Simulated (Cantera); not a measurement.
## Cu + NH3 + H2 (metals in furnace atmospheres)

A closed system holds: 1 mol Cu, 0.62 mol NH3, 9.9 mol H2, equilibrated at 1.60 mbar.

These are equilibrium values from Cantera (NASA tables, ideal gas, pure condensed phases), not measurements of a reactor. Candidate condensed phases: Cu; 11 gas species. Rates play no part.

From 1223 K to 1323 K the condensed part is Cu(s). From 1423 K to 1623 K the condensed part is Cu(l). From 1723 K to 2023 K nothing is condensed. The main Cu-bearing gas is Cu throughout.

```tsv
T (K)	x H2	x Cu	x H	x N2	x Cu2	x NH3	n Cu(s)	n Cu(l)
1223	0.972	1.43e-5	7.41e-6	0.0278	5.28e-10	4.40e-8	1.000	0
1323	0.972	0.000168	3.91e-5	0.0278	1.72e-8	2.90e-8	0.998	0
1423	0.971	0.00131	0.000164	0.0278	3.02e-7	2.02e-8	0	0.985
1523	0.964	0.00753	0.000567	0.0276	3.41e-6	1.46e-8	0	0.915
1623	0.937	0.0347	0.00167	0.0268	2.82e-5	1.04e-8	0	0.598
1723	0.888	0.0821	0.00430	0.0255	6.83e-5	7.38e-9	0	0
1823	0.882	0.0819	0.0102	0.0254	3.22e-5	5.89e-9	0	0
1923	0.871	0.0814	0.0220	0.0253	1.63e-5	4.75e-9	0	0
2023	0.851	0.0806	0.0438	0.0250	8.72e-6	3.84e-9	0	0
```
x: gas mole fraction; n: condensed amount in mol.
